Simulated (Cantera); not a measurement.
## Low-pressure radical oxidation in H2/O2

An isothermal, constant-pressure homogeneous reactor starts with H2 : O2 = 0.035 : 1 (molar parts), at 1025 K and 0.0128 atm.

Cantera simulation using the H2/O2 subset of GRI-Mech 3.0, which has no nitrogen chemistry; the numbers are that mechanism's predictions, not measurements. Radical loss at walls, strong at low pressure, is not modelled. The temperature is held fixed by assumption; the heat of reaction is taken as removed at once.

```csv
t (s),x H2,x O2,x H2O,x OH,x O,x H
2.00e-6,0.0338,0.966,<1e-12,<1e-12,<1e-12,1.19e-12
1.00e-5,0.0338,0.966,<1e-12,<1e-12,<1e-12,5.78e-12
5.02e-5,0.0338,0.966,<1e-12,5.26e-12,5.69e-12,2.52e-11
0.000252,0.0338,0.966,5.28e-11,7.42e-11,1.04e-10,9.96e-11
0.00126,0.0338,0.966,5.24e-9,2.14e-9,4.08e-9,1.86e-9
0.00632,0.0308,0.964,0.00226,0.000703,0.00147,0.000741
0.0317,0.000243,0.956,0.0327,0.000864,0.00873,0.00160
0.159,2.25e-5,0.965,0.0342,0.000256,0.000853,4.59e-5
0.795,1.04e-6,0.966,0.0344,5.78e-5,4.31e-5,5.23e-7
3.98,6.61e-8,0.966,0.0344,1.54e-5,3.03e-6,9.81e-9
20.0,7.11e-9,0.966,0.0344,5.23e-6,3.49e-7,3.82e-10
100,1.07e-9,0.966,0.0344,2.05e-6,5.40e-8,2.32e-11
```
x: mole fraction; the columns are a selection and need not sum to one.

Equilibrium at this temperature and pressure: H2 5.59e-11, O2 0.966, H2O 0.0344, OH 4.73e-7, O 2.86e-9, H <1e-12 (gas phase only).
